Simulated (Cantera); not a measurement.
A closed system holds: 1 mol Al2O3, 0.37 mol H2, equilibrated at 1875 K and 0.00150 bar.

Equilibrium computed with Cantera from the NASA thermochemical tables; the gas is ideal and each condensed phase is pure. Candidate condensed phases: Al, Al2O3, H2O; 19 gas species. The tables' values for AlOH are old estimates; treat these amounts as uncertain. Equilibrium is a limit: real reactors are often held back by kinetics, nucleation or transport.

Base state: H2 0.983, H 0.0168, H2O 0.000337, Al 0.000191, Al2O 2.05e-5, AlOH 1.09e-5 (mole fractions); condensed: Al2O3(s).

Question: What changes in the equilibrium state with this change: pressure from 0.00150 bar to 1.00 bar?

Answer: 
```tsv
species	before	after
H2	0.983	0.999
H	0.0168	0.000655
H2O	0.000337	3.06e-5
Al	0.000191	1.07e-5
AlOH	1.09e-5	1.43e-6
Al2O	2.05e-5	3.86e-6
Al2O3(s), mol	1.000	1.000
```
